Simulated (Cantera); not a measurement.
A Cantera script and what it prints.

```python
import numpy as np
import cantera as ct

gas_names = """
    B BH BH2 BH3 BO BO2 B2 B2O B2O2 B2O3 B3O3H3 H HBO HBO2 HO2 H2 H2O H2O2 H3B3O6 O OH O2 O3
""".split()
cond_names = """
    B(b) B(L) B2O3(L) B3O3H3(cr) H2O(s) H2O(L)
""".split()


# ... load() reads the species with a 1 bar reference pressure and builds the phases ...
atoms = {
    'B2O3': {'B': 2, 'O': 3},
    'H2O': {'H': 2, 'O': 1},
    'H2': {'H': 2},
}
top_T = {}  # K; cautious upper limits of use, not melting points


# ... equilibrate(T, P, feed) seeds the gas with the atoms and calls Mixture.equilibrate('TP', solver="vcs", rtol=1e-11, max_steps=5000) ...
results = []
feed = {'B2O3': 1, 'H2O': 2.8, 'H2': 4.9}  # mol
P = 3600  # Pa
for T in [1075, 1225, 1375, 1525, 1675, 1825, 1975, 2125, 2275]:
    mix = equilibrate(T, P, feed)
    results.append((T, P, feed, dict(zip(mix.species_names, mix.species_moles))))
    x = sorted(zip(gas.X, gas.species_names), reverse=True)
    print(f"T = {T:g} K  P = {P:g} Pa  gas = {mix.phase_moles(0):.4g} mol")
    print("   x: " + "  ".join(f"{s} {v:.3e}" for v, s in x if v > 1e-06))
    print("   condensed (mol): " + ("  ".join(f"{mix.phase(i).name} {mix.phase_moles(i):.4g}"
          for i in range(1, mix.n_phases) if mix.phase_moles(i) > 1e-12) or "none"))
```

It prints:

```
T = 1075 K  P = 3600 Pa  gas = 7.698 mol
   x: H2 6.365e-01  H2O 3.623e-01  H3B3O6 8.069e-04  HBO2 3.567e-04
   condensed (mol): B2O3(L) 0.9893
T = 1225 K  P = 3600 Pa  gas = 7.713 mol
   x: H2 6.353e-01  H2O 3.605e-01  HBO2 3.729e-03  H3B3O6 4.378e-04  H 1.309e-06
   condensed (mol): B2O3(L) 0.9805
T = 1375 K  P = 3600 Pa  gas = 7.786 mol
   x: H2 6.293e-01  H2O 3.480e-01  HBO2 2.237e-02  H3B3O6 2.543e-04  B2O3 3.653e-05  H 1.433e-05  HBO 9.465e-06
   condensed (mol): B2O3(L) 0.9096
T = 1525 K  P = 3600 Pa  gas = 8.061 mol
   x: H2 6.077e-01  H2O 3.034e-01  HBO2 8.751e-02  B2O3 9.961e-04  H3B3O6 1.380e-04  HBO 1.114e-04  H 9.720e-05  OH 1.506e-06
   condensed (mol): B2O3(L) 0.6371
T = 1675 K  P = 3600 Pa  gas = 8.701 mol
   x: H2 5.621e-01  H2O 2.187e-01  HBO2 2.067e-01  B2O3 1.110e-02  HBO 7.660e-04  H 4.588e-04  H3B3O6 3.987e-05  BO 1.289e-05  BO2 9.966e-06  OH 8.636e-06  B2O2 5.096e-06
   condensed (mol): none
T = 1825 K  P = 3600 Pa  gas = 8.708 mol
   x: H2 5.604e-01  H2O 2.221e-01  HBO2 2.002e-01  B2O3 1.393e-02  H 1.738e-03  HBO 1.441e-03  BO 7.747e-05  BO2 5.266e-05  OH 4.815e-05  B2O2 1.346e-05  H3B3O6 1.538e-06
   condensed (mol): none
T = 1975 K  P = 3600 Pa  gas = 8.727 mol
   x: H2 5.564e-01  H2O 2.255e-01  HBO2 1.930e-01  B2O3 1.658e-02  H 5.379e-03  HBO 2.423e-03  BO 3.482e-04  BO2 2.148e-04  OH 2.077e-04  B2O2 2.985e-05  O 1.478e-06
   condensed (mol): none
T = 2125 K  P = 3600 Pa  gas = 8.774 mol
   x: H2 5.477e-01  H2O 2.282e-01  HBO2 1.846e-01  B2O3 1.879e-02  H 1.416e-02  HBO 3.702e-03  BO 1.240e-03  OH 7.323e-04  BO2 7.136e-04  B2O2 5.714e-05  O 1.342e-05  O2 2.378e-06
   condensed (mol): none
T = 2275 K  P = 3600 Pa  gas = 8.88 mol
   x: H2 5.306e-01  H2O 2.296e-01  HBO2 1.738e-01  H 3.259e-02  B2O3 2.020e-02  HBO 5.163e-03  BO 3.627e-03  OH 2.195e-03  BO2 2.000e-03  B2O2 9.540e-05  O 9.250e-05  O2 1.676e-05
   condensed (mol): none
```

Equilibrium computed with Cantera from the NASA thermochemical tables; the gas is ideal and each condensed phase is pure. Gases not in the tables: H3BO3.
